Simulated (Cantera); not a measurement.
# N2O furnace oxynitridation

An isothermal, constant-pressure homogeneous reactor starts with N2O : H2 : N2 = 1 : 0.0023 : 1.2 (molar parts), at 1175 K and 0.237 atm.

Detailed kinetics in Cantera: GRI-Mech 3.0 (53 species, 325 reactions). GRI-Mech 3.0 was tuned for natural gas; its chemistry of N2O as a main component is partial and can be far from experiment. The mechanism lacks the step 2 NO + O2 → 2 NO2, which can matter for NO2 below about 1400 K. The temperature is held fixed by assumption; the heat of reaction is taken as removed at once.

| t (s) | x N2O | x H2 | x N2 | x NO2 | x NO | x H2O2 | x O |
|---|---|---|---|---|---|---|---|
| 4.00e-6 | 0.454 | 0.00104 | 0.545 | <1e-12 | 5.12e-10 | <1e-12 | 7.89e-8 |
| 1.72e-5 | 0.454 | 0.00104 | 0.545 | <1e-12 | 8.77e-9 | <1e-12 | 3.02e-7 |
| 7.39e-5 | 0.454 | 0.00104 | 0.545 | <1e-12 | 1.21e-7 | <1e-12 | 8.32e-7 |
| 0.000317 | 0.454 | 0.00104 | 0.545 | 1.50e-11 | 9.63e-7 | 4.58e-12 | 1.12e-6 |
| 0.00136 | 0.454 | 0.00103 | 0.545 | 5.52e-9 | 4.95e-6 | 7.47e-10 | 1.12e-6 |
| 0.00586 | 0.454 | 0.000907 | 0.545 | 6.92e-7 | 2.19e-5 | 4.22e-8 | 1.13e-6 |
| 0.0252 | 0.452 | 0.000464 | 0.546 | 9.23e-6 | 8.66e-5 | 2.64e-8 | 1.16e-6 |
| 0.108 | 0.448 | 5.85e-5 | 0.549 | 4.01e-5 | 0.000366 | 2.05e-9 | 1.18e-6 |
| 0.465 | 0.430 | 2.62e-7 | 0.559 | 5.23e-5 | 0.00164 | 3.19e-10 | 1.17e-6 |
| 2.00 | 0.365 | 1.72e-9 | 0.595 | 6.44e-5 | 0.00646 | 3.13e-10 | 1.14e-6 |
x: mole fraction; the columns are a selection and need not sum to one.

Equilibrium at this temperature and pressure: N2O 5.47e-9, H2 3.04e-11, N2 0.814, NO2 1.35e-6, NO 0.000154, H2O2 3.42e-12, O 1.29e-8 (gas phase only).
